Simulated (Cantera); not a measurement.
Input: 1 mol BN, 7.2 mol H2, equilibrated at 1725 K and 9.90e-5 bar.

Method: chemical equilibrium by Gibbs-energy minimisation in Cantera with the NASA 1993 tables (ideal gas, pure condensed phases). Candidate condensed phases: B, BN; 15 gas species. Mutual solubility and eutectic melting of coexisting phases are not modelled. The tables' values for BH2 are old estimates; treat these amounts as uncertain. Rates play no part.

Base state: H2 0.971, H 0.0184, N2 0.0101, BH2 7.23e-5 (mole fractions); condensed: B(s) + BN(s).

### Question
What changes in the equilibrium state with this change: 0.023 mol O2 added?

### Answer
```tsv
species	before	after
H2	0.971	0.965
H	0.0184	0.0183
N2	0.0101	0.0101
HBO	0	0.00442
BO	0	0.00163
B2O2	0	8.90e-5
B2O	0	1.05e-5
BH2	7.23e-5	7.19e-5
B(s), mol	0.148	0.103
BN(s), mol	0.851	0.851
```
Further candidate phases: B2O3, B3O3H3, H2O.
